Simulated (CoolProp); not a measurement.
Properties of fluoroethane (R161) along the isobar 0.983 MPa (Tc = 375.2 K, pc = 5.010 MPa, ω = 0.216).

Model: reference Helmholtz-energy equation of state, Wu 2012, in CoolProp.

```
T (K)   phase  Joule-Thomson coefficient (K/MPa)  fugacity coefficient
-----  ------  ---------------------------------  --------------------
187.9  liquid                            -0.4243              0.006144
197.4  liquid                            -0.4216               0.01228
206.8  liquid                            -0.4153               0.02262
216.3  liquid                            -0.4047               0.03930
225.7  liquid                            -0.3898               0.06425
235.2  liquid                            -0.3698                0.1006
244.6  liquid                            -0.3449                0.1502
254.1  liquid                            -0.3139                0.2169
263.6  liquid                            -0.2762                0.3030
273    liquid                            -0.2307                0.4094
282.5  liquid                            -0.1739                0.5403
291.9  liquid                            -0.1033                0.6941
301.4     gas                              24.69                0.8565
```
